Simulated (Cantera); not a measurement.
Catalytic combustion on Pt

An isothermal plug-flow reactor at 900 K and 1430 Torr (inlet), inlet velocity 2.8 m/s, active area per volume 5500 1/m; feed H2 : O2 : N2 = 0.025 : 0.068 : 0.79 (molar parts), equivalence ratio 0.18.

Model: Deutschmann's 1995 Pt surface mechanism with GRI-Mech 3.0 gas chemistry, integrated in Cantera. Catalytic surfaces can have several steady states; this one follows from the mechanism file's or the stated starting coverage. Mass transfer to the wall is taken as infinitely fast.

| z (m) | x H2 | x O2 | x H2O | θ free Pt | θ O* | θ OH* |
|---|---|---|---|---|---|---|
| 0.00012 | 0.00304 | 0.0652 | 0.0256 | 0.137 | 0.858 | 0.00515 |
| 0.00024 | 0.00110 | 0.0643 | 0.0276 | 0.107 | 0.888 | 0.00473 |
| 0.00046 | 0.000222 | 0.0639 | 0.0285 | 0.0969 | 0.899 | 0.00456 |
| 0.00089 | 1.16e-5 | 0.0638 | 0.0287 | 0.0946 | 0.901 | 0.00452 |
| 0.0017 | 4.64e-8 | 0.0638 | 0.0287 | 0.0945 | 0.901 | 0.00452 |
| 0.0033 | 5.97e-12 | 0.0638 | 0.0287 | 0.0945 | 0.901 | 0.00452 |
| 0.0064 | 5.11e-12 | 0.0638 | 0.0287 | 0.0945 | 0.901 | 0.00452 |
| 0.012 | 5.11e-12 | 0.0638 | 0.0287 | 0.0945 | 0.901 | 0.00452 |
x: gas mole fraction; θ: surface coverage.
